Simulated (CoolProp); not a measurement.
Methanol along the isobar 9440 kPa: Z from the reference equation and from simpler models built on Tc = 513.4 K, pc = 8216 kPa, ω = 0.565; each cubic takes its own stable root.

Computed with CoolProp (reference Helmholtz-energy equation of state, de Reuck 1993).

```tsv
T (K)	phase	reference
418	liquid	0.1294
423.1	liquid	0.1291
428.2	liquid	0.1290
433.3	liquid	0.1289
438.4	liquid	0.1289
443.5	liquid	0.1290
448.6	liquid	0.1292
453.7	liquid	0.1296
458.9	liquid	0.1301
464	liquid	0.1307
469.1	liquid	0.1315
474.2	liquid	0.1326
```

Q: How far does each simpler model (van der Waals, Redlich-Kwong, Soave-Redlich-Kwong, Peng-Robinson) lie from the reference over these 12 states: mean and median of the absolute difference, and the worst?

A: 
- van der Waals: mean 102.5 %, median 102.7 %, worst +102.9 % at 423.1 K and 9440 kPa
- Redlich-Kwong: mean 49.5 %, median 49.4 %, worst +53.2 % at 474.2 K and 9440 kPa
- Soave-Redlich-Kwong: mean 37.9 %, median 37.5 %, worst +42.2 % at 474.2 K and 9440 kPa
- Peng-Robinson: mean 22.0 %, median 21.7 %, worst +26.1 % at 474.2 K and 9440 kPa
